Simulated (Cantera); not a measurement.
What does this Cantera script print?

```python
import numpy as np
import cantera as ct

gas_names = """
    H HO2 H2 H2O H2O2 H2S H2SO4 O OH O2 O3 S SH SO SO2 SO3 S2 S2O S8
""".split()
cond_names = """
    H2O(s) H2O(L) H2SO4(L) S(cr1) S(cr2) S(L)
""".split()


# ... load() reads the species with a 1 bar reference pressure and builds the phases ...
atoms = {
    'H2S': {'H': 2, 'S': 1},
    'H2': {'H': 2},
    'O2': {'O': 2},
}
top_T = {}  # K; cautious upper limits of use, not melting points


# ... equilibrate(T, P, feed) seeds the gas with the atoms and calls Mixture.equilibrate('TP', solver="vcs", rtol=1e-11, max_steps=5000) ...
results = []
feed = {'H2S': 1, 'H2': 0.057, 'O2': 0.31}  # mol
P = 460  # Pa
for T in [825, 875, 925, 975, 1025, 1075, 1125, 1175, 1225, 1275, 1325, 1375, 1425]:
    mix = equilibrate(T, P, feed)
    results.append((T, P, feed, dict(zip(mix.species_names, mix.species_moles))))
    x = sorted(zip(gas.X, gas.species_names), reverse=True)
    print(f"T = {T:g} K  P = {P:g} Pa  gas = {mix.phase_moles(0):.4g} mol")
    print("   x: " + "  ".join(f"{s} {v:.3e}" for v, s in x if v > 0.001))
    print("   condensed (mol): " + ("  ".join(f"{mix.phase(i).name} {mix.phase_moles(i):.4g}"
          for i in range(1, mix.n_phases) if mix.phase_moles(i) > 1e-12) or "none"))
```

Result:

```
T = 825 K  P = 460 Pa  gas = 1.339 mol
   x: H2O 4.499e-01  H2S 3.312e-01  S2 2.042e-01  H2 8.101e-03  SO2 6.298e-03
   condensed (mol): none
T = 875 K  P = 460 Pa  gas = 1.346 mol
   x: H2O 4.507e-01  H2S 3.185e-01  S2 2.095e-01  H2 1.618e-02  SO2 4.807e-03
   condensed (mol): none
T = 925 K  P = 460 Pa  gas = 1.355 mol
   x: H2O 4.492e-01  H2S 3.013e-01  S2 2.159e-01  H2 2.933e-02  SO2 3.950e-03
   condensed (mol): none
T = 975 K  P = 460 Pa  gas = 1.369 mol
   x: H2O 4.455e-01  H2S 2.782e-01  S2 2.240e-01  H2 4.836e-02  SO2 3.538e-03
   condensed (mol): none
T = 1025 K  P = 460 Pa  gas = 1.386 mol
   x: H2O 4.399e-01  H2S 2.495e-01  S2 2.338e-01  H2 7.291e-02  SO2 3.471e-03
   condensed (mol): none
T = 1075 K  P = 460 Pa  gas = 1.407 mol
   x: H2O 4.329e-01  S2 2.446e-01  H2S 2.169e-01  H2 1.013e-01  SO2 3.711e-03
   condensed (mol): none
T = 1125 K  P = 460 Pa  gas = 1.429 mol
   x: H2O 4.249e-01  S2 2.555e-01  H2S 1.833e-01  H2 1.312e-01  SO2 4.270e-03
   condensed (mol): none
T = 1175 K  P = 460 Pa  gas = 1.451 mol
   x: H2O 4.164e-01  S2 2.655e-01  H2 1.603e-01  H2S 1.515e-01  SO2 5.195e-03
   condensed (mol): none
T = 1225 K  P = 460 Pa  gas = 1.471 mol
   x: H2O 4.076e-01  S2 2.739e-01  H2 1.871e-01  H2S 1.231e-01  SO2 6.557e-03
   condensed (mol): none
T = 1275 K  P = 460 Pa  gas = 1.49 mol
   x: H2O 3.985e-01  S2 2.804e-01  H2 2.112e-01  H2S 9.925e-02  SO2 8.434e-03  SH 1.378e-03
   condensed (mol): none
T = 1325 K  P = 460 Pa  gas = 1.506 mol
   x: H2O 3.888e-01  S2 2.849e-01  H2 2.325e-01  H2S 7.981e-02  SO2 1.089e-02  SH 1.898e-03
   condensed (mol): none
T = 1375 K  P = 460 Pa  gas = 1.52 mol
   x: H2O 3.783e-01  S2 2.874e-01  H2 2.516e-01  H2S 6.434e-02  SO2 1.394e-02  SH 2.535e-03  SO 1.178e-03
   condensed (mol): none
T = 1425 K  P = 460 Pa  gas = 1.532 mol
   x: H2O 3.670e-01  S2 2.881e-01  H2 2.691e-01  H2S 5.218e-02  SO2 1.755e-02  SH 3.298e-03  SO 1.920e-03
   condensed (mol): none
```

These are equilibrium values from Cantera (NASA tables, ideal gas, pure condensed phases), not measurements of a reactor. Gases not in the tables: S3 to S7.
